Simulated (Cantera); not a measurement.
An isothermal, constant-pressure homogeneous reactor starts with 20.0 % NO, 80.0 % N₂, at 1750 K and 113 Torr.

Model: GRI-Mech 3.0 (53 species, 325 reactions), integrated in Cantera.

Problem. Predict: x(NO) at 100 s; x(N₂) at 100 s; x(N₂O) at 100 s; x(NO₂) at 100 s; x(O) at 100 s; x(O₂) at 100 s.

Solution. 
```json
{
  "x(NO) at 100 s": "0.0774 (gas-phase equilibrium 0.00257)",
  "x(N₂) at 100 s": "0.861 (gas-phase equilibrium 0.899)",
  "x(N₂O) at 100 s": "2.23e-6 (gas-phase equilibrium 6.15e-8)",
  "x(NO₂) at 100 s": "4.52e-5 (gas-phase equilibrium 1.90e-6)",
  "x(O) at 100 s": "4.87e-5 (gas-phase equilibrium 6.10e-5)",
  "x(O₂) at 100 s": "0.0612 (gas-phase equilibrium 0.0987)"
}
```
